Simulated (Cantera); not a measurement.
A perfectly stirred reactor is fed with CH4 : N2 = 1 : 17 (molar parts), at 1.01 bar; it is held at 1625 K, and followed from long to short residence time.

Model: GRI-Mech 3.0 (53 species, 325 reactions), integrated in Cantera. GRI-Mech 3.0 stops at C3 and has no aromatics, soot or wall deposition, so with more carbon than oxygen in the feed, carbon stays in small species such as C2H2 where larger ones or solid carbon would form.

### Question
Predict: x(CH4) at τ = 0.490 s; x(C2H) at τ = 0.490 s; x(C2H4) at τ = 0.490 s; x(H2) at τ = 0.490 s; x(CH2) at τ = 0.490 s; x(CH4) at τ = 45.0 ms; x(C2H) at τ = 45.0 ms; x(C2H4) at τ = 45.0 ms; x(H2) at τ = 45.0 ms; x(CH2) at τ = 45.0 ms.

### Answer
- x(CH4) at τ = 0.490 s: 0.0157
- x(C2H) at τ = 0.490 s: 1.72e-8
- x(C2H4) at τ = 0.490 s: 0.000191
- x(H2) at τ = 0.490 s: 0.0564
- x(CH2) at τ = 0.490 s: 1.69e-8
- x(CH4) at τ = 45.0 ms: 0.0362
- x(C2H) at τ = 45.0 ms: 8.57e-9
- x(C2H4) at τ = 45.0 ms: 0.000657
- x(H2) at τ = 45.0 ms: 0.0266
- x(CH2) at τ = 45.0 ms: 4.20e-8
